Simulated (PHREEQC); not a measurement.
Solution (25 °C): 0.0012 mol/kgw KH2PO4, 0.0027 mol/kgw HF and 1.5e-05 mol/kgw H4SiO4. Closed to the air; pH follows from the charge balance.

Model: ion-association model, phreeqc.dat, run in PHREEQC.

Each row changes one thing in this solution. Precipitation was switched off in this run.

```
case                                              pH  ionic strength (mol/kgw)  HF (mol/kgw)  F- (mol/kgw)  HF2- (mol/kgw)
----------------------------------------------  ----  ------------------------  ------------  ------------  --------------
as made                                         3.02                   0.00221       0.00151       0.00112         6.46e-6
H4SiO4 from 1.5e-05 to 3e-05 mol/kgw            3.02                   0.00222       0.00148       0.00109         6.19e-6
diluted 5-fold with water                       3.47                  0.000590      0.000179      0.000360         2.48e-7
H4SiO4 left out                                 3.02                   0.00220       0.00155       0.00114         6.76e-6
temperature from 25 to 20 °C                       ?                   0.00225       0.00147       0.00114         6.19e-6
KH2PO4 replaced by K2SiO3 at the same molality  4.21                   0.00247      0.000213       0.00245               ?
KH2PO4 left out                                 2.98                   0.00109       0.00158       0.00105         6.35e-6
```

Q: Complete the blanks.

A: 
- temperature from 25 to 20 °C, pH: 3.00
- KH2PO4 replaced by K2SiO3 at the same molality, HF2- (mol/kgw): 2.01e-6

Complexes and solids missing from the database can't appear. Some of these states are supersaturated (in Quartz (slow to form), Chalcedony (slow to form), for instance). SiF6-2 is the database's only silicon fluoride.
